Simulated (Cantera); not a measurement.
Charge: 1 mol HCl, 0.04 mol O2, 3.9 mol N2, held at 0.000160 bar.

Cantera equilibrium calculation (NASA polynomials, part measured and part estimated; ideal gas, pure solids and liquids). Candidate condensed phases: H2O, NH4Cl; 29 gas species. Rates play no part.

x: gas mole fraction; nothing condenses.

```json
[
 {"T (K)": "1798", "x N2": "0.777", "x HCl": "0.155", "x Cl": "0.0440", "x H": "0.00209", "x H2": "0.00566", "x H2O": "0.0151"},
 {"T (K)": "1848", "x N2": "0.774", "x HCl": "0.147", "x Cl": "0.0510", "x H": "0.00386", "x H2": "0.00849", "x H2O": "0.0148"},
 {"T (K)": "1898", "x N2": "0.769", "x HCl": "0.138", "x Cl": "0.0594", "x H": "0.00668", "x H2": "0.0117", "x H2O": "0.0144"},
 {"T (K)": "1948", "x N2": "0.763", "x HCl": "0.126", "x Cl": "0.0692", "x H": "0.0109", "x H2": "0.0150", "x H2O": "0.0137"},
 {"T (K)": "1998", "x N2": "0.756", "x HCl": "(withheld)", "x Cl": "(withheld)", "x H": "(withheld)", "x H2": "(withheld)", "x H2O": "0.0127"},
 {"T (K)": "2048", "x N2": "0.747", "x HCl": "0.100", "x Cl": "0.0913", "x H": "0.0255", "x H2": "0.0207", "x H2O": "0.0115"},
 {"T (K)": "2098", "x N2": "0.737", "x HCl": "0.0862", "x Cl": "0.103", "x H": "0.0365", "x H2": "0.0225", "x H2O": "0.00981"},
 {"T (K)": "2148", "x N2": "0.726", "x HCl": "(withheld)", "x Cl": "(withheld)", "x H": "(withheld)", "x H2": "0.0231", "x H2O": "(withheld)"},
 {"T (K)": "2198", "x N2": "0.714", "x HCl": "0.0584", "x Cl": "0.125", "x H": "0.0660", "x H2": "0.0225", "x H2O": "0.00579"}
]
```

**Question.** Fill in the missing entries.

**Answer.** 
- 1998, x HCl: 0.114
- 1998, x Cl: 0.0799
- 1998, x H: 0.0171
- 1998, x H2: 0.0181
- 2148, x HCl: 0.0720
- 2148, x Cl: 0.114
- 2148, x H: 0.0501
- 2148, x H2O: 0.00787
